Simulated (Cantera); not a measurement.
A perfectly stirred reactor is fed with 4.68 % CO, 0.702 % H₂, 2.76 % CH₄, 17.5 % O₂, 65.5 % N₂, 8.89 % CO₂, equivalence ratio 0.47, at 10.0 bar; it is adiabatic with a 348 K inlet, and is followed from long to short residence time, starting on the burning branch (τ in s: 0.036, 0.018, 0.0092, 0.0046, 0.0023, 0.0012, 0.0006, 0.0003, 0.00015, 7.7e-05, 3.9e-05, 2e-05, 9.9e-06).

Computed with Cantera and GRI-Mech 3.0 (53 species, 325 reactions).

**Question.** Predict: blow-out, bracketed by the residence times tried; x(CO) at τ = 36.0 ms; x(H₂) at τ = 36.0 ms; x(CH₄) at τ = 36.0 ms; x(HCO) at τ = 36.0 ms; x(CO) at τ = 0.600 ms; x(H₂) at τ = 0.600 ms; x(CH₄) at τ = 0.600 ms.

**Answer.** 
- blow-out, bracketed by the residence times tried = burning at 18.0 ms, out at 9.20 ms
- x(CO) at τ = 36.0 ms = 0.00338
- x(H₂) at τ = 36.0 ms = 6.85e-5
- x(CH₄) at τ = 36.0 ms = 0.000138
- x(HCO) at τ = 36.0 ms = 4.41e-9
- x(CO) at τ = 0.600 ms = 0.0468
- x(H₂) at τ = 0.600 ms = 0.00702
- x(CH₄) at τ = 0.600 ms = 0.0276
